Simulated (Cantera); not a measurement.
Feed: 1 mol Fe2O3, 4.4 mol CO, equilibrated at 1850 K.

Method: chemical equilibrium by Gibbs-energy minimisation in Cantera with the NASA 1993 tables (ideal gas, pure condensed phases). Candidate condensed phases: C, Fe, Fe(CO)5, FeO, Fe2O3, Fe3O4; 15 gas species. The tables' stoichiometric FeO is somewhat more stable than real wüstite, so its field is too wide. FeO: taken at fixed stoichiometry. Equilibrium is a limit: real reactors are often held back by kinetics, nucleation or transport.

Task: At 4.60 mbar, list the 4 most abundant gas species with their mole fractions, and the condensed phases.

Result: CO 0.764, CO2 0.231, Fe 0.00480, FeO 7.87e-5. Condensed: FeO(l).
